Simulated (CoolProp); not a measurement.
Properties of n-perfluorohexane along the isobar 7.42 MPa.

Model: reference Helmholtz-energy equation of state, Gao 2022, in CoolProp.

```tsv
T (K)	phase	cp (kJ/(kg K))	cv (kJ/(kg K))	speed of sound (m/s)	Joule-Thomson coefficient (K/MPa)	fugacity coefficient
210.8	liquid	0.9097	0.7163	768.9	-0.3996	2.106e-5
240.3	liquid	0.9529	0.7651	698.1	-0.3730	0.0002759
269.7	liquid	0.9963	0.8114	629.0	-0.3418	0.001794
299.1	liquid	1.038	0.8539	560.3	-0.3041	0.007301
328.6	liquid	1.078	0.8928	491.5	-0.2561	0.02140
358	liquid	1.115	0.9283	423.4	-0.1919	0.04910
387.5	liquid	1.151	0.9613	356.8	-0.1010	0.09425
416.9	liquid	1.184	0.9921	294.5	0.03113	0.1573
```
